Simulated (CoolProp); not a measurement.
A closed Brayton cycle with dry air: compressor inlet 305.15 K and 2.9 MPa, high pressure 6.48 MPa, turbine inlet 960 K, compressor efficiency 0.8, turbine efficiency 0.9, recuperator effectiveness 0.8 (on enthalpy, no pinch check). Each further row changes one setting.

Computed with CoolProp (reference Helmholtz-energy equation of state, Lemmon 2000). It is a pseudo-pure fit of the blend.

```json
[
 {"case": "as stated", "thermal efficiency (%)": "30.9", "net work (kJ/kg)": "83.4", "compressor to turbine work": "0.54", "compressor exit (K)": "404.0", "turbine exit (K)": "798.4"},
 {"case": "turbine inlet 910 K", "thermal efficiency (%)": "29.4", "net work (kJ/kg)": "73.8", "compressor to turbine work": "___", "compressor exit (K)": "404.0", "turbine exit (K)": "___"},
 {"case": "compressor inlet 315.15 K", "thermal efficiency (%)": "29.9", "net work (kJ/kg)": "80.0", "compressor to turbine work": "___", "compressor exit (K)": "417.1", "turbine exit (K)": "798.4"},
 {"case": "high pressure 5.51 MPa", "thermal efficiency (%)": "___", "net work (kJ/kg)": "___", "compressor to turbine work": "0.52", "compressor exit (K)": "382.2", "turbine exit (K)": "828.8"},
 {"case": "recuperator effectiveness 0.5", "thermal efficiency (%)": "21.1", "net work (kJ/kg)": "83.4", "compressor to turbine work": "0.54", "compressor exit (K)": "404.0", "turbine exit (K)": "798.4"}
]
```

**Question.** Complete the blanks.

**Answer.** 
- turbine inlet 910 K, compressor to turbine work: 0.57
- turbine inlet 910 K, turbine exit (K): 755.5
- compressor inlet 315.15 K, compressor to turbine work: 0.56
- high pressure 5.51 MPa, thermal efficiency (%): 29.0
- high pressure 5.51 MPa, net work (kJ/kg): 71.5
